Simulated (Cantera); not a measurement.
Charge: 1 mol NaI, 14 mol H2, at 1725 °C and 0.950 Pa.

Method: chemical equilibrium by Gibbs-energy minimisation in Cantera with the NASA 1993 tables (ideal gas, pure condensed phases). Candidate condensed phases: I2, Na, NaI; 9 gas species. Rates play no part.

Base state: H2 0.522, H 0.376, Na 0.0507, I 0.0506, HI 6.82e-5, NaI 4.27e-5 (mole fractions); condensed: gas only.

**Question.** What changes in the equilibrium state with this change: pressure from 0.950 Pa to 1330 Pa?

**Answer.** 
```tsv
species	before	after
H2	0.522	0.887
Na	0.0507	0.0358
I	0.0506	0.0336
H	0.376	0.0131
NaI	4.27e-5	0.0281
NaH	8.31e-7	2.87e-5
HI	6.82e-5	0.00221
```
Gases not in the tables: NaBr and NaI dimers.
